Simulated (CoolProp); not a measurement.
CH3F (R41) along the isobar 8.11 bar: density (kg/m³) from the reference equation and from simpler models built on Tc = 44.1 °C, pc = 59.06 bar, ω = 0.200; each cubic takes its own stable root.

Model: reference Helmholtz-energy equation of state, Lemmon 2006, in CoolProp. It is a short technical equation, of lower accuracy than the large ones.

```
T (°C)  phase  reference
------  -----  ---------
31.85     gas      11.63
45.15     gas      11.04
58.45     gas      10.51
71.85     gas      10.04
85.15     gas      9.617
98.45     gas      9.232
111.85    gas      8.876
125.15    gas      8.552
138.55    gas      8.250
151.85    gas      7.972
```

How far does each simpler model (van der Waals, Peng-Robinson) lie from the reference over these 10 states: mean and median of the absolute difference, and the worst?


- van der Waals: mean 0.7 %, median 0.5 %, worst -1.8 % at 31.85 °C and 8.11 bar
- Peng-Robinson: mean 0.1 %, median 0.1 %, worst -0.3 % at 31.85 °C and 8.11 bar
